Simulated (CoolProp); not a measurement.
A closed Brayton cycle with carbon dioxide: compressor inlet 326.15 K and 8.3 MPa, high pressure 18.4 MPa, turbine inlet 900 K, compressor efficiency 0.89, turbine efficiency 0.9, recuperator effectiveness 0.95 (on enthalpy, no pinch check). Each further row changes one setting.

Model: reference Helmholtz-energy equation of state, Span 1996, in CoolProp.

```tsv
case	thermal efficiency (%)	net work (kJ/kg)	compressor to turbine work	compressor exit (K)	turbine exit (K)
as stated	…	78.6	0.33	391.9	799.0
turbine inlet 850 K	36.4	71.6	0.35	391.9	…
compressor inlet 336.15 K	37.5	…	0.37	406.3	799.0
high pressure 15.6 MPa	…	64.4	0.31	378.0	…
recuperator effectiveness 0.5	…	78.6	0.33	391.9	799.0
```

Problem. Some entries are withheld; supply them.

Solution. 
- as stated, thermal efficiency (%): 38.1
- turbine inlet 850 K, turbine exit (K): 752.6
- compressor inlet 336.15 K, net work (kJ/kg): 73.8
- high pressure 15.6 MPa, thermal efficiency (%): 36.6
- high pressure 15.6 MPa, turbine exit (K): 819.4
- recuperator effectiveness 0.5, thermal efficiency (%): 18.8
